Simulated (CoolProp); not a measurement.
Vapour-liquid equilibrium of R22 (1) + R115 (2) at 306.6 K; x and y are mole fractions of (1).

Values from CoolProp's multi-fluid Helmholtz-energy mixture model, Kamei 1995 and Lemmon 2016; pair parameters Bell 2016.

Task: Give the bubble pressure and the first vapour's composition at x = 0.275, 0.5, 0.95. Is there an azeotrope?

Result: x = 0.275: 1.357 MPa, y = 0.333; x = 0.5: 1.409 MPa, y = 0.510; x = 0.95: 1.322 MPa, y = 0.940. y crosses x between x = 0.5 and 0.575: the model has an azeotrope there.

The pair parameters rest on a limited set of measurements; away from them the model extrapolates.
